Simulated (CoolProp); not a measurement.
Vapour pressure (bar) of tetradecamethylhexasiloxane (MD4M): the reference equation beside estimates from Tc = 380.0 °C, pc = 8.286 bar, ω = 0.800. Clausius-Clapeyron is anchored at 264.55 °C with a constant enthalpy of vaporisation of 43.82 kJ/mol.

The numbers come from the reference Helmholtz-energy equation of state, Thol 2019 in CoolProp.

```json
[
 {"T (°C)": "232.35", "reference": "0.5325", "Lee-Kesler": "0.5234", "Clausius-Clapeyron": "0.6029", "van der Waals": "2.719", "Redlich-Kwong": "1.601", "Soave-Redlich-Kwong": "0.5333", "Peng-Robinson": "0.5452"},
 {"T (°C)": "238.75", "reference": "0.6242", "Lee-Kesler": "0.6131", "Clausius-Clapeyron": "0.6869", "van der Waals": "2.886", "Redlich-Kwong": "1.757", "Soave-Redlich-Kwong": "0.6256", "Peng-Robinson": "0.6374"},
 {"T (°C)": "245.25", "reference": "0.7295", "Lee-Kesler": "0.7162", "Clausius-Clapeyron": "0.7816", "van der Waals": "3.061", "Redlich-Kwong": "1.925", "Soave-Redlich-Kwong": "0.7320", "Peng-Robinson": "0.7434"},
 {"T (°C)": "251.65", "reference": "0.8463", "Lee-Kesler": "0.8308", "Clausius-Clapeyron": "0.8847", "van der Waals": "3.240", "Redlich-Kwong": "2.100", "Soave-Redlich-Kwong": "0.8503", "Peng-Robinson": "0.8611"},
 {"T (°C)": "258.05", "reference": "0.9772", "Lee-Kesler": "0.9593", "Clausius-Clapeyron": "0.9985", "van der Waals": "3.425", "Redlich-Kwong": "2.287", "Soave-Redlich-Kwong": "0.9833", "Peng-Robinson": "0.9930"},
 {"T (°C)": "264.55", "reference": "1.126", "Lee-Kesler": "1.105", "Clausius-Clapeyron": "1.126", "van der Waals": "3.620", "Redlich-Kwong": "2.488", "Soave-Redlich-Kwong": "1.135", "Peng-Robinson": "1.143"},
 {"T (°C)": "270.95", "reference": "1.289", "Lee-Kesler": "1.266", "Clausius-Clapeyron": "1.263", "van der Waals": "3.819", "Redlich-Kwong": "2.697", "Soave-Redlich-Kwong": "1.301", "Peng-Robinson": "1.308"},
 {"T (°C)": "277.45", "reference": "1.472", "Lee-Kesler": "1.447", "Clausius-Clapeyron": "1.416", "van der Waals": "4.027", "Redlich-Kwong": "2.922", "Soave-Redlich-Kwong": "1.489", "Peng-Robinson": "1.493"},
 {"T (°C)": "283.85", "reference": "1.672", "Lee-Kesler": "1.645", "Clausius-Clapeyron": "1.581", "van der Waals": "4.240", "Redlich-Kwong": "3.155", "Soave-Redlich-Kwong": "1.694", "Peng-Robinson": "1.696"},
 {"T (°C)": "290.25", "reference": "1.893", "Lee-Kesler": "1.863", "Clausius-Clapeyron": "1.760", "van der Waals": "4.459", "Redlich-Kwong": "3.400", "Soave-Redlich-Kwong": "1.920", "Peng-Robinson": "1.920"},
 {"T (°C)": "296.75", "reference": "2.140", "Lee-Kesler": "2.108", "Clausius-Clapeyron": "1.959", "van der Waals": "4.688", "Redlich-Kwong": "3.662", "Soave-Redlich-Kwong": "2.173", "Peng-Robinson": "2.170"}
]
```

Absolute difference from the reference over all 11 rows, mean and median: Lee-Kesler 1.7 and 1.8 %, Clausius-Clapeyron 5.8 and 5.4 %, van der Waals 238.7 and 221.5 %, Redlich-Kwong 126.9 and 121.0 %, Soave-Redlich-Kwong 0.8 and 0.8 %, Peng-Robinson 1.7 and 1.5 %.
